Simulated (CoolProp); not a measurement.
Hexamethyldisiloxane (MM) at several states: Z from the reference equation and from simpler models built on Tc = 518.7 K, pc = 1.931 MPa, ω = 0.418; each cubic takes its own stable root.

Computed with CoolProp (reference Helmholtz-energy equation of state, Thol 2016).

| T (K) | p (MPa) | phase | reference | van der Waals | Soave-Redlich-Kwong | Peng-Robinson |
|---|---|---|---|---|---|---|
| 485 | 0.0124 | gas | 0.9971 | 0.9978 | 0.9972 | 0.9970 |
| 268.6 | 8.25 | liquid | 0.7496 | 1.210 | 0.8103 | 0.7227 |
| 284.8 | 0.0177 | liquid | 0.001569 | 0.9891 | 0.001693 | 0.001505 |
| 366.6 | 0.0982 | liquid | 0.007655 | 0.9649 | 0.008192 | 0.007240 |

At some of these states van der Waals gives the other phase, because its saturation line lies elsewhere.
